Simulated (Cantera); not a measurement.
Input: 1 mol Si₃N₄, 0.0011 mol O₂, 1.5 mol N₂, a varied amount of N₂O, at 1925 K and 0.133 bar.

These are equilibrium values from Cantera (NASA tables, ideal gas, pure condensed phases), not measurements of a reactor. Candidate condensed phases: Si, SiO₂, Si₂N₂O, Si₃N₄; 16 gas species. Mutual solubility and eutectic melting of coexisting phases are not modelled. The numbers say what is thermodynamically allowed, not how fast it happens.

**Question.** At 0.12 mol N₂O, list the 3 most abundant gas species with their mole fractions, and the condensed phases.

**Answer.** N₂ 0.988, SiO 0.0118, Si 7.64e-5. Condensed: Si₂N₂O(s) + Si₃N₄(s).
